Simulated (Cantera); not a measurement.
An adiabatic, constant-pressure homogeneous reactor starts with 5.58 % CH4, 2.34 % H2, 11.2 % O2, 80.9 % N2, at 950 K and 1.01 bar.

Cantera simulation using GRI-Mech 3.0 (53 species, 325 reactions); the numbers are that mechanism's predictions, not measurements. Below about 1000 K GRI-Mech 3.0 lacks low-temperature oxidation paths.

Predict: time of steepest temperature rise; temperature at 6.00 s; equilibrium temperature; x(H2) at 6.00 s; x(O2) at 6.00 s; x(OH) at 6.00 s; x(O) at 6.00 s.


```json
{
  "time_of_steepest_temperature_rise": "99.8 ms",
  "temperature at 6.00 s": "2131 K",
  "equilibrium_temperature": "2131 K",
  "x(H2) at 6.00 s": "0.00863 (gas-phase equilibrium 0.00863)",
  "x(O2) at 6.00 s": "0.000114 (gas-phase equilibrium 0.000114)",
  "x(OH) at 6.00 s": "0.000639 (gas-phase equilibrium 0.000639)",
  "x(O) at 6.00 s": "1.83e-5 (gas-phase equilibrium 1.83e-5)"
}
```
